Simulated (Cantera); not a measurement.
# HMDSO + NO + H2 (silicon oxide and oxynitride deposition)

A closed system holds: 1 mol HMDSO, 0.21 mol NO, 0.14 mol H2, held at 1402 °C and 7700 Pa.

Equilibrium computed with Cantera from the NASA thermochemical tables; the gas is ideal and each condensed phase is pure. Candidate condensed phases: C, C6H6, C7H8, C8H18, H2O, Si, SiC, SiO2, Si2N2O, Si3N4; 151 gas species. The feed counts by its element totals alone. Rates play no part.

```yaml
x(H2): 0.874
x(CO): 0.115
x(N2): 0.00989
x(SiO): 0.000435
x(H): 0.000391
x(HCN): 0.000296
x(CH4): 7.08e-5
x(C2H2 (acetylene)): 5.07e-5
x(HNC): 8.31e-6
n(C(graphite)): 2.79 mol
n(SiC(s)): 2.00 mol
gas_amount: 10.46 mol
log10 activity of Si(s) (absent): -1.87
```
